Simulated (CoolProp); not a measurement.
Vapour-liquid equilibrium of neopentane (1) + n-pentane (2) at 77.75 °C; x and y are mole fractions of (1).

The numbers come from the multi-fluid Helmholtz-energy mixture model, Lemmon 2006 and Thol 2019; pair parameters Bell 2016 in CoolProp.

```tsv
x	bubble pressure, mixture model (kPa)	bubble pressure, Raoult's law (kPa)	y, mixture model	y, Raoult's law
0.05	365.0	365.3	0.090	0.096
0.15	399.9	400.7	0.247	0.262
0.25	434.8	436.0	0.381	0.402
0.35	469.8	471.3	0.497	0.521
0.45	504.9	506.6	0.598	0.623
0.55	540.0	541.9	0.688	0.711
0.65	575.3	577.3	0.768	0.789
0.75	610.8	612.6	0.841	0.858
0.85	646.5	647.9	0.908	0.920
0.95	682.7	683.2	0.970	0.975
```

The largest gap from Raoult's law is -0.4 % in bubble pressure, at x = 0.55. No azeotrope shows between x = 0.05 and 0.95.

Pair parameters are fitted to limited data, so mixtures are less certain than the pure fluids.
